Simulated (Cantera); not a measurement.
Thermodynamics of metals in furnace atmospheres, feed Cu + CO2 + CO + O2

Feed: 1 mol Cu, 0.22 mol CO2, a varied amount of CO, 0.58 mol O2, held at 0.133 bar.

Equilibrium computed with Cantera from the NASA thermochemical tables; the gas is ideal and each condensed phase is pure. Candidate condensed phases: C, Cu, CuO, Cu2O; 15 gas species. Kinetics and transport are ignored.

Stable condensed phases:

```
T in K \ n(CO) in mol
         9.8  14  21  31  46  67  99
   1473    A   A   A   A   A   A   A
   1423    A   A   A   A   A   A   A
   1373    A   A   A   A   A   A   A
   1323    A   A   A   A   A   A   A
   1273    A   A   A   A   A   A   A
   1223    A   A   A   A   A   A   A
   1173    A   A   A   A   A   A   A
   1123    A   A   A   A   A   A   A
   1073    A   A   A   A   A   A   B
   1023    A   A   A   A   B   B   B
    973    A   B   B   B   B   B   B
    923    B   B   B   B   B   B   B
```

A: Cu; B: C + Cu.
